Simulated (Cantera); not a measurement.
## Ignition delay

Mixture: CO : H₂ : CH₄ : O₂ : N₂ = 1 : 0.1 : 0.43 : 1.19 : 4.47 (molar parts), equivalence ratio 1.2, at 5100 Torr, adiabatic and at constant pressure. Ignition delay is the time to a rise of 400 K.

Computed with Cantera and GRI-Mech 3.0 (53 species, 325 reactions).

```csv
T0 (K),delay (ms)
1100,3.42
1150,2.11
1200,1.35
1250,0.868
1300,0.559
1350,0.362
1400,0.237
```

The apparent activation energy between 1300 and 1400 K is 130 kJ/mol.
